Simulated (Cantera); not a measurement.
Source: NASA polynomial tables (part measured, part estimated), evaluated in Cantera. Values are per mole of reaction as written; species without (g) are pure solids or liquids, kept so even where they would boil at 1 bar.

### Question
Between 300 and 1423 K, where is each reaction favourable under standard conditions?
- 2 Cl(g) + 2 TiOCl2(g) ⇌ O2(g) + 2 TiCl3(g)

### Answer
- 2 Cl(g) + 2 TiOCl2(g) ⇌ O2(g) + 2 TiCl3(g): ΔG° is -190 kJ at 300 K and -33 kJ at 1423 K; it stays negative (K > 1). ΔH° is -235 kJ and ΔS° -142 J/K at 1423 K.
